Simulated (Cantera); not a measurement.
An adiabatic, constant-volume homogeneous reactor starts with C₃H₈ : O₂ : N₂ = 1 : 6.1 : 16.5 (molar parts), equivalence ratio 0.82, at 1675 K and 9.87 atm.

Cantera simulation using GRI-Mech 3.0 (53 species, 325 reactions); the numbers are that mechanism's predictions, not measurements. GRI-Mech 3.0 was tuned for natural gas; its chemistry of propane as a main component is partial and can be far from experiment. Above 3000 K some thermodynamic fits are extrapolated.

### Question
Predict: time of steepest temperature rise; temperature at 0.600 s; equilibrium temperature; x(O₂) at 0.600 s; x(H₂O) at 0.600 s; x(O) at 0.600 s.

### Answer
```
Quantity                                                           Value
---------------------------------  -------------------------------------
time of steepest temperature rise                                3.44 µs
temperature at 0.600 s                                            3255 K
equilibrium temperature                                           3255 K
x(O₂) at 0.600 s                   0.0481 (gas-phase equilibrium 0.0481)
x(H₂O) at 0.600 s                    0.123 (gas-phase equilibrium 0.123)
x(O) at 0.600 s                    0.0121 (gas-phase equilibrium 0.0121)
```
